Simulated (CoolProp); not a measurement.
A single-stage vapour-compression cycle with the fluid: evaporating at 261.15 K (dew point), condensing at 326.15 K (bubble point), superheat 2 K, subcooling 2 K, compressor efficiency 0.7, no pressure losses. The same conditions are run with several fluids, on thermodynamics alone (safety and materials aside).

The numbers come from the reference Helmholtz-energy equation of state of each fluid (R1132(E): Akasaka 2024; R1336mzz(Z): McLinden 2020; R404A: Lemmon 2003; carbonyl sulfide: Lemmon 2006; vinyl chloride: Thol 2022; R245ca: Zhou 2016) in CoolProp. Blends and air are pseudo-pure fits.

Task: Rank R1132(E), R1336mzz(Z), R404A, carbonyl sulfide, vinyl chloride, R245ca by cooling COP, highest first.

Result: vinyl chloride (2.26), R245ca (2.11), carbonyl sulfide (2.08), R1336mzz(Z) (2.05), R1132(E) (1.79), R404A (1.59)

```json
[
 {"fluid": "R1132(E)", "pressure ratio": "5.84", "discharge temperature (K)": "371.2", "refrigerating effect (kJ/kg)": "149", "volumetric capacity (kJ/m³)": "2680"},
 {"fluid": "R1336mzz(Z)", "pressure ratio": "14.7", "discharge temperature (K)": "332.3", "refrigerating effect (kJ/kg)": "110", "volumetric capacity (kJ/m³)": "112"},
 {"fluid": "R404A", "pressure ratio": "6.16", "discharge temperature (K)": "347.3", "refrigerating effect (kJ/kg)": "82.3", "volumetric capacity (kJ/m³)": "1660"},
 {"fluid": "carbonyl sulfide", "pressure ratio": "5.41", "discharge temperature (K)": "409.1", "refrigerating effect (kJ/kg)": "196", "volumetric capacity (kJ/m³)": "2620"},
 {"fluid": "vinyl chloride", "pressure ratio": "7.70", "discharge temperature (K)": "396.4", "refrigerating effect (kJ/kg)": "259", "volumetric capacity (kJ/m³)": "834"},
 {"fluid": "R245ca", "pressure ratio": "14.3", "discharge temperature (K)": "341.6", "refrigerating effect (kJ/kg)": "140", "volumetric capacity (kJ/m³)": "161"}
]
```
